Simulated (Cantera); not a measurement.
An isothermal, constant-pressure homogeneous reactor starts with CH4 : N2 = 1 : 5.1 (molar parts), at 1625 K and 1.95 Torr.

Detailed kinetics in Cantera: GRI-Mech 3.0 (53 species, 325 reactions). GRI-Mech 3.0 stops at C3 and has no aromatics, soot or wall deposition, so with more carbon than oxygen in the feed, carbon stays in small species such as C2H2 where larger ones or solid carbon would form. Radical loss at walls, strong at low pressure, is not modelled.

x: mole fraction; the columns are a selection and need not sum to one.

| t (s) | x CH4 | x H2 | x H | x CH3 | x C2H4 | x C2H |
|---|---|---|---|---|---|---|
| 0.000200 | 0.164 | 2.22e-7 | ___ | 5.86e-7 | <1e-12 | <1e-12 |
| 0.000544 | 0.164 | 8.34e-7 | 1.57e-7 | 1.82e-6 | 2.19e-12 | <1e-12 |
| 0.00148 | 0.164 | 2.54e-6 | 1.58e-7 | 5.24e-6 | 8.75e-11 | <1e-12 |
| 0.00403 | 0.164 | 7.19e-6 | 1.58e-7 | 1.45e-5 | 2.44e-9 | <1e-12 |
| 0.0110 | 0.164 | 1.99e-5 | 1.61e-7 | 3.98e-5 | 5.55e-8 | <1e-12 |
| 0.0299 | 0.164 | 5.66e-5 | ___ | 0.000108 | 1.16e-6 | <1e-12 |
| 0.0813 | 0.164 | 0.000197 | ___ | 0.000294 | 2.33e-5 | 3.15e-12 |
| 0.221 | 0.162 | 0.00141 | ___ | 0.000785 | 0.000431 | 2.11e-10 |
| 0.602 | 0.145 | 0.0191 | ___ | 0.00171 | 0.00482 | 1.01e-8 |
| 1.64 | 0.0795 | 0.105 | ___ | 0.00136 | 0.00286 | 1.15e-7 |
| 4.46 | 0.0306 | 0.171 | ___ | 0.000622 | 0.000362 | 2.22e-7 |
| 12.1 | 0.00831 | 0.200 | ___ | 0.000235 | 3.76e-5 | 3.58e-7 |
| 33.1 | 0.00146 | 0.209 | ___ | 6.73e-5 | 5.22e-6 | 6.09e-7 |
| 90.0 | 0.000249 | 0.211 | ___ | 1.50e-5 | 3.50e-6 | 7.99e-7 |

Q: Complete the blanks.

A: 
- 0.000200, x H: 1.42e-7
- 0.0299, x H: 1.80e-7
- 0.0813, x H: 3.30e-7
- 0.221, x H: 1.63e-6
- 0.602, x H: 1.76e-5
- 1.64, x H: 9.56e-5
- 4.46, x H: 0.000174
- 12.1, x H: 0.000280
- 33.1, x H: 0.000476
- 90.0, x H: 0.000624
